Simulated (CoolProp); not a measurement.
Model: reference Helmholtz-energy equation of state, Span 1996, in CoolProp.

Give the vapour pressure (kPa), surface tension (mN/m), liquid viscosity (µPa s), liquid conductivity (mW/(m K)) of saturated carbon dioxide at 232, 289.1 K.


```
T (K)  p (kPa)  surface tension (mN/m)  liquid viscosity (µPa s)  liquid conductivity (mW/(m K))
-----  -------  ----------------------  ------------------------  ------------------------------
232        963                    12.9                       196                             158
289.1     5200                    1.81                      73.7                            90.0
```

Viscosity comes from a separate model (Laesecke 2017). Thermal conductivity comes from a separate model (Huber 2016). Surface tension comes from a separate correlation (Mulero 2012).
